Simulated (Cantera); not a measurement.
## Reactions in the system C-N-O-Ta

Standard-state values (1 bar) from the NASA 1993 polynomials, evaluated with Cantera. Values are per mole of reaction as written; species without (g) are pure solids or liquids, kept so even where they would boil at 1 bar. TaC: taken at fixed stoichiometry.

7 C + Ta₂O₅ = 5 CO(g) + 2 TaC

| T (K) | ΔH° (kJ) | ΔS° (J/K) | ΔG° (kJ) | log10 K | condensed phases |
|---|---|---|---|---|---|
| 300 | 1205.2 | 889.9 | 938.2 | -163.36 | C(graphite), Ta₂O₅(s), TaC(s) |
| 2298 | 955.6 | 735.2 | -733.8 | 16.68 | C(graphite), Ta₂O₅(l), TaC(s) |
| 2348 | 949.8 | 732.7 | -770.5 | 17.14 | C(graphite), Ta₂O₅(l), TaC(s) |
| 2398 | 944.0 | 730.2 | -807.1 | 17.58 | C(graphite), Ta₂O₅(l), TaC(s) |
| 2448 | 938.3 | 727.9 | -843.5 | 18.00 | C(graphite), Ta₂O₅(l), TaC(s) |
| 2498 | 932.6 | 725.5 | -879.8 | 18.40 | C(graphite), Ta₂O₅(l), TaC(s) |

2 NO₂(g) + Ta = 2 NO(g) + TaO₂(g)

```tsv
T (K)	ΔH° (kJ)	ΔS° (J/K)	ΔG° (kJ)	log10 K
300	-86.7	180.0	-140.7	24.49
2298	-108.6	164.5	-486.7	11.06
2348	-109.5	164.1	-494.9	11.01
2398	-110.5	163.7	-503.1	10.96
2448	-111.5	163.3	-511.3	10.91
2498	-112.5	162.9	-519.4	10.86
```
